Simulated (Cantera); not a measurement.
# SiHCl3 + C2H4 + H2 + C2H2 (silicon carbide growth)

A closed system holds: 1 mol SiHCl3, 1.2 mol C2H4, 1300 mol H2, 1.5 mol C2H2, equilibrated at 1250 K.

Cantera equilibrium calculation (NASA polynomials, part measured and part estimated; ideal gas, pure solids and liquids). Candidate condensed phases: C, C6H6, C7H8, C8H18, Si, SiC; 109 gas species. The numbers say what is thermodynamically allowed, not how fast it happens.

From 0.00100 bar to 0.140 bar the condensed part is C(graphite) + SiC(s). From 0.370 bar to 1.00 bar the condensed part is SiC(s). The main Si-bearing gas is SiCl2 throughout.

```tsv
P (Pa)	x H2	x CH4	x HCl	x H	n C(graphite)	n SiC(s)
100	0.998	1.09e-5	0.00230	1.53e-5	4.39	1.000
270	0.998	2.95e-5	0.00230	9.29e-6	4.36	1.000
720	0.998	7.88e-5	0.00230	5.69e-6	4.30	1.000
1900	0.997	0.000208	0.00230	3.50e-6	4.13	1.000
5200	0.997	0.000568	0.00230	2.12e-6	3.66	1.000
14000	0.996	0.00153	0.00230	1.29e-6	2.41	1.000
37000	0.994	0.00338	0.00230	7.92e-7	0	1.000
100000	0.994	0.00338	0.00230	4.82e-7	0	1.000
```
x: gas mole fraction; n: condensed amount in mol.
